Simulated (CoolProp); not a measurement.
Fluoroethane (R161) at 298.15 K and 2.44 MPa is throttled through a valve to 0.0508 MPa with no heat exchange. Each further row changes one setting.

The numbers come from the reference Helmholtz-energy equation of state, Wu 2012 in CoolProp.

| case | temperature change (K) | final phase | final density (kg/m³) |
|---|---|---|---|
| as stated | (withheld) | two-phase, vapour fraction 0.363 | (withheld) |
| outlet pressure 0.0152 MPa | -97.0 | (withheld) | (withheld) |
| outlet pressure 0.066 MPa | (withheld) | two-phase, vapour fraction 0.345 | 4.99 |

Task: Some entries are withheld; supply them.

Result: 
- as stated, temperature change (K): -76.6
- as stated, final density (kg/m³): 3.72
- outlet pressure 0.0152 MPa, final phase: two-phase, vapour fraction 0.432
- outlet pressure 0.0152 MPa, final density (kg/m³): 1.02
- outlet pressure 0.066 MPa, temperature change (K): -71.5
